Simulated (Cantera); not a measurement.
An isothermal, constant-pressure homogeneous reactor starts with C2H6 : N2 = 1 : 5.6 (molar parts), at 1950 K and 323 Torr.

Detailed kinetics in Cantera: GRI-Mech 3.0 (53 species, 325 reactions). GRI-Mech 3.0 stops at C3 and has no aromatics, soot or wall deposition, so with more carbon than oxygen in the feed, carbon stays in small species such as C2H2 where larger ones or solid carbon would form.

**Question.** Predict: x(C2H6) at 50.0 s; x(C2H4) at 50.0 s; x(C2H) at 50.0 s; x(CH4) at 50.0 s; x(HCN) at 50.0 s; x(H) at 50.0 s; x(CH2) at 50.0 s.

**Answer.** 
```json
{
 "x(C2H6) at 50.0 s": "6.27e-9 (gas-phase equilibrium 3.08e-9)",
 "x(C2H4) at 50.0 s": "0.000102 (gas-phase equilibrium 4.93e-5)",
 "x(C2H) at 50.0 s": "6.57e-6 (gas-phase equilibrium 3.18e-6)",
 "x(CH4) at 50.0 s": "0.000332 (gas-phase equilibrium 0.000234)",
 "x(HCN) at 50.0 s": "0.00308 (gas-phase equilibrium 0.121)",
 "x(H) at 50.0 s": "0.000847 (gas-phase equilibrium 0.000848)",
 "x(CH2) at 50.0 s": "1.11e-7 (gas-phase equilibrium 7.78e-8)"
}
```
